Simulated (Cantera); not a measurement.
A Cantera script and its output.

```python
import numpy as np
import cantera as ct

gas = ct.Solution("gri30.yaml")
gas.TPX = 500, 46000, {'CH4': 1, 'H2': 0.18, 'O2': 1.9, 'N2': 9.12}
flame = ct.FreeFlame(gas, width=0.069)
flame.set_refine_criteria(ratio=3, slope=0.08, curve=0.16)
flame.transport_model = "mixture-averaged"
flame.solve(loglevel=0, auto=True)
z, T = flame.grid, flame.T
thick = (T[-1] - T[0]) / np.gradient(T, z).max()
show = ['CH4', 'H2', 'O2', 'H2O', 'CH3', 'HCO']
print(f"laminar burning velocity  {flame.velocity[0] * 100:.3f} cm/s")
print(f"burnt temperature         {T[-1]:.1f} K")
print(f"thermal thickness         {thick * 1e3:.4f} mm")
print(f"grid points               {len(z)}")
z0 = z[flame.heat_release_rate.argmax()]
print(f"{'z/mm':>9s}{'T/K':>9s}{'u/(m/s)':>9s}" + "".join(f"{s:>11s}" for s in show))
rows = []
for k in (-3, -2, -1.5, -1, -0.5, -0.25, 0, 0.25, 0.5, 1, 2, 4, 8):
    zz = z0 + k * thick
    rows.append([k * thick, np.interp(zz, z, T), np.interp(zz, z, flame.velocity),
                 *(np.interp(zz, z, flame.X[gas.species_index(s)]) for s in show)])
    print(f"{rows[-1][0] * 1e3:9.3f}{rows[-1][1]:9.1f}{rows[-1][2]:9.3f}" + "".join(f"{x:11.3e}" for x in rows[-1][3:]))
```

Output:

```
laminar burning velocity  84.159 cm/s
burnt temperature         2109.8 K
thermal thickness         0.8288 mm
grid points               138
     z/mm      T/K  u/(m/s)        CH4         H2         O2        H2O        CH3        HCO
   -2.486    500.1    0.842  8.192e-02  1.522e-02  1.557e-01  1.391e-05  7.131e-09  1.669e-18
   -1.658    501.4    0.845  8.175e-02  1.628e-02  1.554e-01  1.991e-04  1.195e-07  4.035e-15
   -1.243    507.8    0.857  8.125e-02  1.773e-02  1.549e-01  1.050e-03  7.412e-07  7.791e-13
   -0.829    563.2    0.955  7.792e-02  2.078e-02  1.513e-01  7.526e-03  9.421e-06  6.729e-10
   -0.414    930.9    1.598  5.624e-02  2.612e-02  1.238e-01  4.586e-02  3.291e-04  5.765e-07
   -0.207   1308.0    2.266  3.114e-02  2.871e-02  8.817e-02  8.455e-02  1.772e-03  1.310e-05
    0.000   1650.3    2.879  7.762e-03  2.769e-02  4.682e-02  1.227e-01  1.883e-03  4.966e-05
    0.207   1789.0    3.123  6.603e-04  2.214e-02  2.260e-02  1.418e-01  2.694e-04  1.683e-05
    0.414   1823.4    3.174  2.930e-05  1.896e-02  1.401e-02  1.465e-01  1.354e-05  1.144e-06
    0.829   1854.5    3.214  7.078e-08  1.836e-02  9.937e-03  1.467e-01  3.656e-08  4.975e-08
    1.658   1892.7    3.268  4.347e-11  1.823e-02  8.196e-03  1.477e-01  2.489e-11  3.560e-08
    3.315   1941.6    3.343  8.208e-16  1.717e-02  6.611e-03  1.510e-01  3.229e-15  2.554e-08
    6.631   1995.8    3.424  3.775e-16  1.560e-02  4.810e-03  1.551e-01  1.754e-15  1.630e-08
```

Detailed kinetics in Cantera: GRI-Mech 3.0 (53 species, 325 reactions). Burning velocities carry a grid error of a few per cent, more on coarse grids.
